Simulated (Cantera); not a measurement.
A freely propagating, adiabatic, planar premixed flame of C₃H₈ : O₂ : N₂ = 1 : 4.17 : 15.7 (molar parts), equivalence ratio 1.2, unburnt at 700 K and 100000 Pa; mixture-averaged transport, grid criteria slope 0.08 and curve 0.16, no radiation.

Computed with Cantera and GRI-Mech 3.0 (53 species, 325 reactions). GRI-Mech 3.0 was tuned for natural gas; its chemistry of propane as a main component is partial and can be far from experiment. Burning velocities carry a grid error of a few per cent, more on coarse grids.

### Question
How do the results move with these cheaper or finer settings: unity-Lewis-number transport; multicomponent transport; multicomponent+Soret transport; grid criteria slope 0.5, curve 1; grid criteria slope 0.25, curve 0.5; grid criteria slope 0.03, curve 0.06?

### Answer
```json
[
 {"setting": "as above", "laminar burning velocity": "209 cm/s", "thermal thickness": "0.244 mm", "peak x(HO₂)": "0.000337", "peak x(CH₂CO)": "0.00188", "grid points": "144"},
 {"setting": "unity-Lewis-number transport", "laminar burning velocity": "133 cm/s", "thermal thickness": "0.305 mm", "peak x(HO₂)": "0.000194", "peak x(CH₂CO)": "0.00110", "grid points": "139"},
 {"setting": "multicomponent transport", "laminar burning velocity": "208 cm/s", "thermal thickness": "0.247 mm", "peak x(HO₂)": "0.000335", "peak x(CH₂CO)": "0.00188", "grid points": "144"},
 {"setting": "multicomponent+Soret transport", "laminar burning velocity": "205 cm/s", "thermal thickness": "0.246 mm", "peak x(HO₂)": "0.000338", "peak x(CH₂CO)": "0.00189", "grid points": "144"},
 {"setting": "grid criteria slope 0.5, curve 1", "laminar burning velocity": "223 cm/s", "thermal thickness": "0.275 mm", "peak x(HO₂)": "0.000330", "peak x(CH₂CO)": "0.00190", "grid points": "44"},
 {"setting": "grid criteria slope 0.25, curve 0.5", "laminar burning velocity": "218 cm/s", "thermal thickness": "0.255 mm", "peak x(HO₂)": "0.000335", "peak x(CH₂CO)": "0.00188", "grid points": "64"},
 {"setting": "grid criteria slope 0.03, curve 0.06", "laminar burning velocity": "206 cm/s", "thermal thickness": "0.241 mm", "peak x(HO₂)": "0.000339", "peak x(CH₂CO)": "0.00188", "grid points": "346"}
]
```
The base run took roughly 13 core-seconds.
Unity Lewis numbers drop preferential diffusion, which matters most where H2 and H carry the flame; Soret adds thermal diffusion.
